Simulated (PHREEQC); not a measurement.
Dissolve 27 mmol/kgw NaH2PO4, 19 mmol/kgw NaHSO4 and 0.45 mmol/kgw NaOH at 20 °C. Closed to the air; pH follows from the charge balance.

Model: ion-association model, phreeqc.dat, run in PHREEQC.

Each row changes one thing in this solution. This is a speciation only: nothing precipitates in the calculation.

```
case                                             pH  ionic strength (mol/kgw)  H2PO4- (mol/kgw)  H3PO4 (mol/kgw)  HPO4-2 (mol/kgw)  NaHPO4- (mol/kgw)
---------------------------------------------  ----  ------------------------  ----------------  ---------------  ----------------  -----------------
as made                                        2.31                    0.0653            0.0175          0.00950           4.08e-7            1.54e-8
NaHSO4 from 0.019 to 0.095 mol/kgw             1.58                     0.193           0.00744           0.0196           4.18e-8            2.85e-9
NaOH replaced by Na2CO3 at the same molality   2.33                    0.0656            0.0177          0.00931           4.25e-7            1.62e-8
NaHSO4 replaced by NaBF4 at the same molality  3.17                    0.0472            0.0250          0.00195           3.90e-6            1.67e-7
NaHSO4 from 0.019 to 0.19 mol/kgw              1.30                     0.336           0.00479           0.0222           1.64e-8            1.63e-9
```
